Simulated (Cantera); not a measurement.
An isothermal, constant-pressure homogeneous reactor starts with 19.2 % CH4, 80.8 % CO2, at 1375 K and 2.90 bar.

Cantera simulation using GRI-Mech 3.0 (53 species, 325 reactions); the numbers are that mechanism's predictions, not measurements.

Predict: x(CH4) at 1.00 s; x(CO2) at 1.00 s; x(OH) at 1.00 s; x(C2H6) at 1.00 s; x(C2H2) at 1.00 s.

x(CH4) at 1.00 s: 0.161 (gas-phase equilibrium 8.54e-7)
x(CO2) at 1.00 s: 0.771 (gas-phase equilibrium 0.285)
x(OH) at 1.00 s: 3.20e-9 (gas-phase equilibrium 1.69e-8)
x(C2H6) at 1.00 s: 0.000268 (gas-phase equilibrium <1e-12)
x(C2H2) at 1.00 s: 0.0108 (gas-phase equilibrium 3.84e-12)
